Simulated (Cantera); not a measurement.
**Catalytic combustion on Pt**

An isothermal plug-flow reactor at 725 K and 1.00 bar (inlet), inlet velocity 0.61 m/s, active area per volume 8000 1/m; feed CO : O2 : N2 = 0.013 : 0.06 : 0.79 (molar parts), equivalence ratio 0.11.

Detailed kinetics in Cantera: Deutschmann's 1995 Pt surface mechanism with GRI-Mech 3.0 gas chemistry. Catalytic surfaces can have several steady states; this one follows from the mechanism file's or the stated starting coverage. Mass transfer to the wall is taken as infinitely fast.

```json
[
 {"z (m)": "5.4e-05", "x CO": "0.0111", "x O2": "0.0677", "x H2O": "<1e-12", "x CO2": "0.00398", "θ free Pt": "0.0757", "θ O*": "0.0171", "θ CO*": "0.907"},
 {"z (m)": "9.5e-05", "x CO": "0.00548", "x O2": "0.0650", "x H2O": "<1e-12", "x CO2": "0.00966", "θ free Pt": "0.141", "θ O*": "0.0649", "θ CO*": "0.794"},
 {"z (m)": "0.00017", "x CO": "0.00264", "x O2": "0.0637", "x H2O": "<1e-12", "x CO2": "0.0125", "θ free Pt": "0.0261", "θ O*": "0.973", "θ CO*": "0.00128"},
 {"z (m)": "0.0003", "x CO": "0.00199", "x O2": "0.0634", "x H2O": "<1e-12", "x CO2": "0.0132", "θ free Pt": "0.0212", "θ O*": "0.978", "θ CO*": "0.000633"},
 {"z (m)": "0.00054", "x CO": "0.00136", "x O2": "0.0631", "x H2O": "<1e-12", "x CO2": "0.0138", "θ free Pt": "0.0185", "θ O*": "0.981", "θ CO*": "0.000329"},
 {"z (m)": "0.00095", "x CO": "0.000816", "x O2": "0.0628", "x H2O": "<1e-12", "x CO2": "0.0144", "θ free Pt": "0.0168", "θ O*": "0.983", "θ CO*": "0.000163"},
 {"z (m)": "0.0017", "x CO": "0.000366", "x O2": "0.0626", "x H2O": "<1e-12", "x CO2": "0.0148", "θ free Pt": "0.0158", "θ O*": "0.984", "θ CO*": "6.41e-5"},
 {"z (m)": "0.003", "x CO": "0.000104", "x O2": "0.0625", "x H2O": "<1e-12", "x CO2": "0.0151", "θ free Pt": "0.0152", "θ O*": "0.985", "θ CO*": "1.69e-5"},
 {"z (m)": "0.0054", "x CO": "1.11e-5", "x O2": "0.0625", "x H2O": "<1e-12", "x CO2": "0.0152", "θ free Pt": "0.0150", "θ O*": "0.985", "θ CO*": "1.77e-6"}
]
```
x: gas mole fraction; θ: surface coverage.
